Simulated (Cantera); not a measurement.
**Stirred combustor or abatement burner**

A perfectly stirred reactor is fed with 2.82 % CH4, 0.874 % C2H6, 20.2 % O2, 76.1 % N2, equivalence ratio 0.43, at 750 Torr; it is adiabatic with a 650 K inlet, and is followed from long to short residence time, starting on the burning branch (τ in s: 0.028, 0.014, 0.0071, 0.0036, 0.0018, 0.0009, 0.00045, 0.00023, 0.00011, 5.8e-05, 2.9e-05, 1.5e-05, 7.4e-06).

Detailed kinetics in Cantera: GRI-Mech 3.0 (53 species, 325 reactions).

```
τ (s)    T (K)     x CH4   x C2H6   x O2   x H2O2     x NO
-------  -----  --------  -------  -----  -------  -------
0.028     1626   2.08e-5  1.69e-6  0.115  1.51e-7  4.43e-6
0.014     1620   3.25e-5  2.64e-6  0.115  2.02e-7  3.65e-6
0.0071    1611   5.08e-5  4.09e-6  0.115  2.65e-7  2.95e-6
0.0036    1599   8.10e-5  6.45e-6  0.115  3.49e-7  2.38e-6
0.0018    1579  0.000135  1.06e-5  0.116  4.65e-7  1.93e-6
0.00090   1548  0.000242  1.87e-5  0.117  6.36e-7  1.49e-6
0.00045   1497  0.000521  3.96e-5  0.121  9.33e-7  9.07e-7
0.00023    650    0.0282  0.00874  0.202   <1e-12   <1e-12
0.00011    650    0.0282  0.00874  0.202   <1e-12   <1e-12
5.8e-5     650    0.0282  0.00874  0.202   <1e-12   <1e-12
2.9e-5     650    0.0282  0.00874  0.202   <1e-12   <1e-12
1.5e-5     650    0.0282  0.00874  0.202   <1e-12   <1e-12
7.4e-6     650    0.0282  0.00874  0.202   <1e-12   <1e-12
```
x: mole fraction; the columns are a selection and need not sum to one.
